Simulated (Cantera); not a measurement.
A Cantera script and what it prints.

```python
import numpy as np
import cantera as ct

gas_names = """
    ZrO2 H2O N2 H2O2
""".split()
cond_names = """
    ZrN(s) ZrN(L)
""".split()


# ... load() reads the species with a 1 bar reference pressure and builds the phases ...
species = {s.name: s for s in load("nasa_gas.yaml", gas_names) + load("nasa_condensed.yaml", cond_names)}
# Each term lists the table entries of one substance; the one whose range holds T is used.
reactions = {
    '2 ZrO2(g) + 4 H2O(g) + N2(g) = 2 ZrN + 4 H2O2(g)':
        [(-2, ['ZrO2']), (-4, ['H2O']), (-1, ['N2']), (2, ['ZrN(s)', 'ZrN(L)']), (4, ['H2O2'])],
}


def pick(names, T):
    return next(species[n] for n in names if species[n].thermo.min_temp <= T <= species[n].thermo.max_temp)


results = []
for label, terms in reactions.items():
    print(label)
    print("     T/K   dH/kJ  dS/(J/K)   dG/kJ   log10 K")
    for T in [650, 700, 750, 800, 850, 900, 950, 1000, 1050, 1100, 1150]:
        used = [(nu, pick(names, T)) for nu, names in terms]
        dH = sum(nu * s.thermo.h(T) for nu, s in used) / 1e6
        dS = sum(nu * s.thermo.s(T) for nu, s in used) / 1e3
        dG = dH - T * dS / 1e3
        logK = -dG * 1e6 / (ct.gas_constant * T * np.log(10))
        results.append((label, T, dH, dS, dG, logK, [s.name for _, s in used]))
        print(f"{T:8g} {dH:8.1f} {dS:8.1f} {dG:8.1f} {logK:8.2f}")
```

Output:

```
2 ZrO2(g) + 4 H2O(g) + N2(g) = 2 ZrN + 4 H2O2(g)
     T/K   dH/kJ  dS/(J/K)   dG/kJ   log10 K
     650    269.8   -467.5    573.6   -46.10
     700    271.5   -464.9    597.0   -44.54
     750    273.3   -462.4    620.1   -43.19
     800    275.2   -460.0    643.2   -42.00
     850    277.2   -457.6    666.1   -40.93
     900    279.3   -455.2    689.0   -39.98
     950    281.4   -452.9    711.7   -39.13
    1000    283.6   -450.7    734.2   -38.35
    1050    285.8   -448.5    756.7   -37.64
    1100    288.2   -446.3    779.1   -37.00
    1150    290.5   -444.2    801.4   -36.40
```

Standard-state values (1 bar) from the NASA 1993 polynomials, evaluated with Cantera. ZrN: taken at fixed stoichiometry. Condensed species are held in their standard states even where they would react or evaporate.
